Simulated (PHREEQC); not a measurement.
## Buffer: speciation

Solution (14 °C): 0.046 mol KHCO3 and 0.00039 mol Na2CO3 per kg of water. Closed to the air; pH follows from the charge balance.

Equilibrium calculation in PHREEQC: ion-association model, phreeqc.dat.

```json
{
  "pH": "8.43",
  "ionic_strength": "0.0475 mol/kgw",
  "specific_conductance": "3680 µS/cm",
  "total_alkalinity": "46.8 meq/kg"
}
```

| species | molality | activity | log γ |
|---|---|---|---|
| K+ | 0.0460 | 0.0377 | -0.087 |
| HCO3- | 0.0452 | 0.0377 | -0.079 |
| Na+ | 0.000763 | 0.000633 | -0.081 |
| CO3-2 | 0.000759 | 0.000367 | -0.315 |
| CO2 | 0.000373 | 0.000377 | 0.005 |
| NaHCO3 | 1.42e-5 | 1.43e-5 | 0.005 |
| NaCO3- | 2.94e-6 | 2.43e-6 | -0.083 |
| OH- | 1.36e-6 | 1.11e-6 | -0.087 |
| H+ | 4.35e-9 | 3.73e-9 | -0.067 |
| (CO2)2 | 1.76e-9 | 1.77e-9 | 0.005 |

Precipitation was switched off in this run. Species that the database lacks are ignored. Away from 25 °C the constants follow the database's enthalpies or fits; those with neither stay at their 25 °C values.
